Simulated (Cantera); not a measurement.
## Silicon carbide growth: SiH4 + C2H4 + H2

Feed: 1 mol SiH4, 0.43 mol C2H4, 14 mol H2, at 2500 Pa.

Equilibrium computed with Cantera from the NASA thermochemical tables; the gas is ideal and each condensed phase is pure. Candidate condensed phases: C, C6H6, C7H8, C8H18, Si, SiC; 87 gas species. Mutual solubility and eutectic melting of coexisting phases are not modelled. Gases not in the tables: Si2H6 and higher silanes. Rates play no part.

| T (°C) | x H2 | x H | x Si | x SiC2 | x C2H2 (acetylene) | x Si2C | n Si(s) | n SiC(s) | n Si(l) | n C(graphite) |
|---|---|---|---|---|---|---|---|---|---|---|
| 700 | 1.000 | 6.84e-9 | <1e-12 | <1e-12 | <1e-12 | <1e-12 | 0.140 | 0.860 | 0 | 0 |
| 850 | 1.000 | 2.69e-7 | 2.57e-12 | <1e-12 | <1e-12 | <1e-12 | 0.140 | 0.860 | 0 | 0 |
| 1000 | 1.000 | 4.51e-6 | 7.22e-10 | <1e-12 | 2.44e-12 | <1e-12 | 0.140 | 0.860 | 0 | 0 |
| 1150 | 1.000 | 4.20e-5 | 6.11e-8 | <1e-12 | 9.67e-11 | 4.90e-11 | 0.140 | 0.860 | 0 | 0 |
| 1300 | 1.000 | 0.000257 | 2.20e-6 | <1e-12 | 1.89e-9 | 5.78e-9 | 0.140 | 0.860 | 0 | 0 |
| 1450 | 0.999 | 0.00115 | 3.93e-5 | 9.95e-11 | 2.51e-8 | 2.72e-7 | 0 | 0.860 | 0.139 | 0 |
| 1600 | 0.995 | 0.00407 | 0.000353 | 8.53e-9 | 3.42e-7 | 5.43e-6 | 0 | 0.860 | 0.132 | 0 |
| 1750 | 0.985 | 0.0119 | 0.00228 | 3.73e-7 | 3.13e-6 | 6.87e-5 | 0 | 0.859 | 0.0932 | 0 |
| 1900 | 0.962 | 0.0299 | 0.00704 | 1.54e-5 | 5.35e-5 | 0.000376 | 0 | 0.851 | 0 | 0 |
| 2050 | 0.919 | 0.0660 | 0.0107 | 0.000680 | 0.00189 | 0.000933 | 0 | 0.752 | 0 | 0 |
| 2200 | 0.816 | 0.127 | 0.0339 | 0.00812 | 0.00787 | 0.00440 | 0 | 0 | 0 | 0.163 |
x: gas mole fraction; n: condensed amount in mol.

From 700 °C to 1300 °C the condensed part is Si(s) + SiC(s). From 1450 °C to 1750 °C the condensed part is Si(l) + SiC(s). From 1900 °C to 2050 °C the condensed part is SiC(s). At 2200 °C the condensed part is C(graphite).
